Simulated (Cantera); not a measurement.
Cantera run, input and output.

```python
import numpy as np
import cantera as ct

gas = ct.Solution("gri30.yaml", transport_model="mixture-averaged")
show = ['H2', 'C2H2', 'H']

rows = []
print(f"{'T/K':>7s}{'rho':>11s}{'cp':>10s}{'mu':>11s}{'lambda':>11s}{'Pr':>7s}" + "".join(f"{'D_' + s:>11s}" for s in show))
for T in [400, 600, 800, 1000, 1200, 1400, 1600, 1800, 2000]:
    gas.TPX = T, 28000, {'O2': 0.99, 'N2O': 0.23}
    Pr = gas.cp_mass * gas.viscosity / gas.thermal_conductivity
    D = [gas.mix_diff_coeffs_mole[gas.species_index(s)] for s in show]
    rows.append([gas.density, gas.cp_mass, gas.viscosity, gas.thermal_conductivity, Pr, *D])
    print(f"{T:7g}{gas.density:11.4e}{gas.cp_mass:10.1f}{gas.viscosity:11.4e}"
          f"{gas.thermal_conductivity:11.4e}{Pr:7.3f}" + "".join(f"{d:11.4e}" for d in D))
print("SI units: kg/m3, J/kg/K, Pa s, W/m/K, m2/s")
```

Result:

```
    T/K        rho        cp         mu     lambda     Pr       D_H2     D_C2H2        D_H
    400 2.8846e-01     948.4 2.4115e-05 3.2072e-02  0.713 4.5748e-04 9.5378e-05 7.3033e-04
    600 1.9231e-01    1026.5 3.2472e-05 4.6691e-02  0.714 9.0541e-04 1.9562e-04 1.4817e-03
    800 1.4423e-01    1087.9 3.9646e-05 6.0146e-02  0.717 1.4632e-03 3.2134e-04 2.4209e-03
   1000 1.1539e-01    1130.0 4.6086e-05 7.2506e-02  0.718 2.1202e-03 4.6969e-04 3.5280e-03
   1200 9.6154e-02    1157.8 5.2016e-05 8.4003e-02  0.717 2.8690e-03 6.3878e-04 4.7894e-03
   1400 8.2418e-02    1180.8 5.7564e-05 9.4841e-02  0.717 3.7041e-03 8.2723e-04 6.1954e-03
   1600 7.2116e-02    1200.3 6.2814e-05 1.0518e-01  0.717 4.6209e-03 1.0340e-03 7.7383e-03
   1800 6.4103e-02    1217.1 6.7820e-05 1.1516e-01  0.717 5.6157e-03 1.2583e-03 9.4119e-03
   2000 5.7693e-02    1232.2 7.2623e-05 1.2485e-01  0.717 6.6856e-03 1.4993e-03 1.1211e-02
SI units: kg/m3, J/kg/K, Pa s, W/m/K, m2/s
```

Computed with Cantera and GRI-Mech 3.0 (53 species, 325 reactions). The composition is frozen, though it would react at the higher temperatures.
